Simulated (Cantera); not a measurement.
Input: 1 mol Si3N4, 1.1 mol H2O, 37 mol H2, equilibrated at 1748.15 K and 1 atm.

These are equilibrium values from Cantera (NASA tables, ideal gas, pure condensed phases), not measurements of a reactor. Candidate condensed phases: H2O, Si, SiO2, Si2N2O, Si3N4; 35 gas species. Mutual solubility and eutectic melting of coexisting phases are not modelled. Gases not in the tables: Si2H6 and higher silanes. Rates play no part.

Base state: H2 0.990, N2 0.00957, H 0.000226, SiO 0.000101, SiH2 1.07e-5 (mole fractions); condensed: Si2N2O(s) + Si3N4(s).

Q: What changes in the equilibrium state with this change: pressure from 1 atm to 75.0 Torr?

A: 
```
species           before     after
--------------  --------  --------
H2                 0.990     0.972
N2               0.00957    0.0250
SiO             0.000101   0.00208
Si               7.55e-7   1.46e-5
H               0.000226  0.000713
SiH2             1.07e-5   2.00e-5
Si2N2O(s), mol      1.10      1.02
Si3N4(s), mol      0.268         0
Si(l), mol             0     0.880
```
